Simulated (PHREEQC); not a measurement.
Solution (25 °C): 49 mmol/kgw RbOH and 32 mmol/kgw FeCl3. Closed to the air; pH follows from the charge balance.

Model: ion-association model, wateq4f.dat, run in PHREEQC.

Each row changes one thing in this solution. No solid was allowed to form.

```json
[
 {"case": "as made", "pH": "4.81", "ionic strength (mol/kgw)": "0.165", "Fe(OH)3 (mol/kgw)": "6.24e-5", "SI of Fe(OH)3(a) (Fe(OH)3)": "+3.48", "SI of Goethite (FeOOH)": "+9.37"},
 {"case": "RbOH from 0.049 to 0.49 mol/kgw", "pH": "13.37", "ionic strength (mol/kgw)": "0.490", "Fe(OH)3 (mol/kgw)": "9.47e-7", "SI of Fe(OH)3(a) (Fe(OH)3)": "+1.69", "SI of Goethite (FeOOH)": "+7.59"},
 {"case": "0.0012 mol/kgw LiCl added", "pH": "4.81", "ionic strength (mol/kgw)": "0.166", "Fe(OH)3 (mol/kgw)": "6.26e-5", "SI of Fe(OH)3(a) (Fe(OH)3)": "+3.48", "SI of Goethite (FeOOH)": "+9.37"},
 {"case": "RbOH left out", "pH": "2.05", "ionic strength (mol/kgw)": "0.152", "Fe(OH)3 (mol/kgw)": "6.01e-10", "SI of Fe(OH)3(a) (Fe(OH)3)": "-1.54", "SI of Goethite (FeOOH)": "+4.35"},
 {"case": "FeCl3 replaced by Fe(NO3)3 at the same molality", "pH": "4.81", "ionic strength (mol/kgw)": "0.165", "Fe(OH)3 (mol/kgw)": "6.22e-5", "SI of Fe(OH)3(a) (Fe(OH)3)": "+3.48", "SI of Goethite (FeOOH)": "+9.37"}
]
```

Some of these states are supersaturated (in Fe(OH)3(a), Hematite (slow to form), Goethite (slow to form), for instance).
